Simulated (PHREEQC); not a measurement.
A PHREEQC speciation (ion-association model, wateq4f.dat) at 75 °C gives pH 4.71 and these molalities:

```json
[
 {"species": "Zn+2", "mol/kgw": "0.0153"},
 {"species": "SO4-2", "mol/kgw": "0.0140"},
 {"species": "ZnSO4", "mol/kgw": "0.0113"},
 {"species": "Cl-", "mol/kgw": "0.00346"},
 {"species": "Ni+2", "mol/kgw": "0.00119"},
 {"species": "Zn(SO4)2-2", "mol/kgw": "0.000962"},
 {"species": "NiSO4", "mol/kgw": "0.000703"},
 {"species": "ZnCl+", "mol/kgw": "0.000391"},
 {"species": "HSO4-", "mol/kgw": "4.73e-5"},
 {"species": "H+", "mol/kgw": "2.35e-5"},
 {"species": "ZnOH+", "mol/kgw": "1.17e-5"},
 {"species": "NiCl+", "mol/kgw": "3.94e-6"},
 {"species": "ZnCl2", "mol/kgw": "1.01e-6"},
 {"species": "Ni(SO4)2-2", "mol/kgw": "3.80e-7"},
 {"species": "NiOH+", "mol/kgw": "8.35e-8"},
 {"species": "NiCl2", "mol/kgw": "2.98e-8"},
 {"species": "ZnOHCl", "mol/kgw": "2.87e-8"},
 {"species": "OH-", "mol/kgw": "1.29e-8"}
]
```

Q: What are the element totals, and what could have been dissolved in 1 kg of water to give them?

A: One answer among several that fit: totals Cl 0.00386, Ni 0.00190, S(6) 0.0280, Zn 0.0280 mol/kgw, from 0.028 mol ZnSO4, 0.0019 mol NiCl2 and 5.9e-05 mol HCl per kg of water.

No solid was allowed to form. Constants without temperature data keep their 25 °C values here.
